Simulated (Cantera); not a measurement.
Low-pressure radical oxidation in H2/O2

An isothermal, constant-pressure homogeneous reactor starts with H₂ : O₂ : N₂ = 0.13 : 1 : 0.3 (molar parts), equivalence ratio 0.065, at 950 K and 0.0133 bar.

Computed with Cantera and the H2/O2 subset of GRI-Mech 3.0, which has no nitrogen chemistry. Radical loss at walls, strong at low pressure, is not modelled. The temperature is held fixed by assumption; the heat of reaction is taken as removed at once.

```
t (s)         x H₂   x O₂      x OH       x O     x H₂O
--------  --------  -----  --------  --------  --------
2.00e-5     0.0909  0.699    <1e-12    <1e-12    <1e-12
6.32e-5     0.0909  0.699    <1e-12    <1e-12    <1e-12
0.000200    0.0909  0.699  4.97e-12  8.66e-12  6.53e-12
0.000632    0.0909  0.699  3.56e-11  8.63e-11  1.34e-10
0.00200     0.0909  0.699   1.74e-9   4.58e-9   1.06e-8
0.00632     0.0893  0.698  0.000181  0.000475   0.00117
0.0200     0.00190  0.676   0.00141   0.00826    0.0884
0.0632    0.000161  0.684  0.000289  0.000706    0.0948
0.200      1.42e-5  0.685   7.93e-5   5.84e-5    0.0952
0.632      1.35e-6  0.685   2.78e-5   6.94e-6    0.0952
2.00       1.52e-7  0.685   1.16e-5   1.19e-6    0.0952
6.32       2.57e-8  0.685   5.46e-6   2.66e-7    0.0952
20.0       5.94e-9  0.685   2.78e-6   6.92e-8    0.0952
```
x: mole fraction; the columns are a selection and need not sum to one.

Equilibrium at this temperature and pressure: H₂ 1.83e-11, O₂ 0.685, OH 1.59e-7, O 2.29e-10, H₂O 0.0952 (gas phase only).
